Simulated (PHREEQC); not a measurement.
## City or well water

Synthetic water in mmol/kgw, 25 °C, pH 6.63, pe 11.6: Na 9.39; K 7.69e-07; Ca 0.92; Mg 0.49; Cl 5.93; S(6) 1.35; Alkalinity (meq/kgw) 3.86; Pb 0.0339.

Valence states are taken as typed.

Computed with PHREEQC (ion-association model, phreeqc.dat).

Precipitation was switched off in this run.

### Question
What specific conductance, charge-balance error does the model give?

### Answer
specific conductance 1280 µS/cm; charge-balance error -0.9 %.

### Question
In which forms is Pb present?

### Answer
PbCO3 68 %, PbHCO3+ 18 %, Pb+2 9.6 %, PbSO4 2.5 %, PbCl+ 1.4 %, PbOH+ 0.6 % of the Pb.

Examples of supersaturated solids here: Cerussite. Others may be too.
